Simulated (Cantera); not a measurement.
Input (Python, Cantera) and output of one run.

```python
import numpy as np
import cantera as ct

gas_names = """
    CL CL2 H HCL H2 Si SiCL SiCL2 SiCL3 SiCL4 SiH SiHCL3 SiH2 SiH2CL2 SiH3 SiH3CL SiH4 Si2 Si3
""".split()
cond_names = """
    Si(cr) Si(L)
""".split()


# ... load() reads the species with a 1 bar reference pressure and builds the phases ...
atoms = {
    'SiH4': {'Si': 1, 'H': 4},
    'Cl2': {'CL': 2},
    'H2': {'H': 2},
}
top_T = {}  # K; cautious upper limits of use, not melting points


# ... equilibrate(T, P, feed) seeds the gas with the atoms and calls Mixture.equilibrate('TP', solver="vcs", rtol=1e-11, max_steps=5000) ...
results = []
feed = {'SiH4': 1, 'Cl2': 0.14, 'H2': 4.4}  # mol
P = 68000  # Pa
for T in [998, 1098, 1198, 1298, 1398, 1498, 1598, 1698]:
    mix = equilibrate(T, P, feed)
    results.append((T, P, feed, dict(zip(mix.species_names, mix.species_moles))))
    x = sorted(zip(gas.X, gas.species_names), reverse=True)
    print(f"T = {T:g} K  P = {P:g} Pa  gas = {mix.phase_moles(0):.4g} mol")
    print("   x: " + "  ".join(f"{s} {v:.3e}" for v, s in x if v > 0.001))
    print("   condensed (mol): " + ("  ".join(f"{mix.phase(i).name} {mix.phase_moles(i):.4g}"
          for i in range(1, mix.n_phases) if mix.phase_moles(i) > 1e-12) or "none"))
```

Output:

```
T = 998 K  P = 68000 Pa  gas = 6.469 mol
   x: H2 9.829e-01  HCL 6.081e-03  SiHCL3 5.391e-03  SiCL4 4.811e-03
   condensed (mol): Si(cr) 0.9285
T = 1098 K  P = 68000 Pa  gas = 6.482 mol
   x: H2 9.783e-01  HCL 1.236e-02  SiHCL3 4.344e-03  SiCL4 3.770e-03
   condensed (mol): Si(cr) 0.9394
T = 1198 K  P = 68000 Pa  gas = 6.501 mol
   x: H2 9.721e-01  HCL 2.063e-02  SiHCL3 2.900e-03  SiCL4 2.287e-03  SiCL2 1.030e-03
   condensed (mol): Si(cr) 0.953
T = 1298 K  P = 68000 Pa  gas = 6.521 mol
   x: H2 9.664e-01  HCL 2.816e-02  SiCL2 2.183e-03  SiHCL3 1.437e-03
   condensed (mol): Si(cr) 0.9644
T = 1398 K  P = 68000 Pa  gas = 6.532 mol
   x: H2 9.632e-01  HCL 3.224e-02  SiCL2 3.179e-03
   condensed (mol): Si(cr) 0.9701
T = 1498 K  P = 68000 Pa  gas = 6.537 mol
   x: H2 9.621e-01  HCL 3.356e-02  SiCL2 3.754e-03
   condensed (mol): Si(cr) 0.9715
T = 1598 K  P = 68000 Pa  gas = 6.539 mol
   x: H2 9.617e-01  HCL 3.381e-02  SiCL2 4.091e-03
   condensed (mol): Si(cr) 0.9713
T = 1698 K  P = 68000 Pa  gas = 6.54 mol
   x: H2 9.616e-01  HCL 3.382e-02  SiCL2 4.273e-03
   condensed (mol): Si(L) 0.9709
```

Method: chemical equilibrium by Gibbs-energy minimisation in Cantera with the NASA 1993 tables (ideal gas, pure condensed phases). The tables' values for SiCl3 are old estimates; treat these amounts as uncertain. Gases not in the tables: Si2H6 and higher silanes.
